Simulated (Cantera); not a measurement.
A perfectly stirred reactor is fed with CH₄ : O₂ : N₂ = 1 : 1.67 : 10.8 (molar parts), equivalence ratio 1.2, at 10.0 bar; it is adiabatic with a 325 K inlet, and is followed from long to short residence time, starting on the burning branch (τ in s: 0.051, 0.017, 0.0059, 0.002, 0.00069, 0.00023, 8e-05, 2.7e-05, 9.3e-06, 3.2e-06).

Cantera simulation using GRI-Mech 3.0 (53 species, 325 reactions); the numbers are that mechanism's predictions, not measurements.

**Question.** What does this change do: CH4 1 to 1.4 parts?

**Answer.** 
```
quantity                                                                      before                               after
------------------------------------------------  ----------------------------------  ----------------------------------
blow-out, bracketed by the residence times tried  burning at 5.90 ms, out at 2.00 ms  burning at 17.0 ms, out at 5.90 ms
x(CH₄) at τ = 51.0 ms                                                        0.00360                              0.0207
x(O₂) at τ = 51.0 ms                                                         0.00196                             0.00488
x(NO₂) at τ = 51.0 ms                                                       2.94e-10                            6.60e-11
x(HCO) at τ = 51.0 ms                                                        8.48e-9                             1.25e-8
x(C₂H₄) at τ = 51.0 ms                                                      0.000123                             0.00112
x(CH₄) at τ = 0.230 ms                                                        0.0742                               0.101
x(O₂) at τ = 0.230 ms                                                          0.124                               0.120
x(NO₂) at τ = 0.230 ms                                                        <1e-12                              <1e-12
x(HCO) at τ = 0.230 ms                                                        <1e-12                              <1e-12
x(C₂H₄) at τ = 0.230 ms                                                       <1e-12                              <1e-12
```

**Question.** What does this change do: pressure from 10.0 bar to 0.260 bar?

**Answer.** 
```csv
quantity,before,after
"blow-out, bracketed by the residence times tried","burning at 5.90 ms, out at 2.00 ms","burning at 5.90 ms, out at 2.00 ms"
x(CH₄) at τ = 51.0 ms,0.00360,7.22e-5
x(O₂) at τ = 51.0 ms,0.00196,0.000655
x(NO₂) at τ = 51.0 ms,2.94e-10,2.44e-10
x(HCO) at τ = 51.0 ms,8.48e-9,3.81e-7
x(C₂H₄) at τ = 51.0 ms,0.000123,1.86e-7
x(CH₄) at τ = 0.230 ms,0.0742,0.0742
x(O₂) at τ = 0.230 ms,0.124,0.124
x(NO₂) at τ = 0.230 ms,<1e-12,<1e-12
x(HCO) at τ = 0.230 ms,<1e-12,<1e-12
x(C₂H₄) at τ = 0.230 ms,<1e-12,<1e-12
```

**Question.** What does this change do: 0.34 parts H2 added?

**Answer.** 
| quantity | before | after |
|---|---|---|
| blow-out, bracketed by the residence times tried | burning at 5.90 ms, out at 2.00 ms | burning at 5.90 ms, out at 2.00 ms |
| x(CH₄) at τ = 51.0 ms | 0.00360 | 0.00593 |
| x(O₂) at τ = 51.0 ms | 0.00196 | 0.00200 |
| x(NO₂) at τ = 51.0 ms | 2.94e-10 | 1.26e-10 |
| x(HCO) at τ = 51.0 ms | 8.48e-9 | 8.00e-9 |
| x(C₂H₄) at τ = 51.0 ms | 0.000123 | 0.000184 |
| x(CH₄) at τ = 0.230 ms | 0.0742 | 0.0724 |
| x(O₂) at τ = 0.230 ms | 0.124 | 0.121 |
| x(NO₂) at τ = 0.230 ms | <1e-12 | <1e-12 |
| x(HCO) at τ = 0.230 ms | <1e-12 | <1e-12 |
| x(C₂H₄) at τ = 0.230 ms | <1e-12 | <1e-12 |
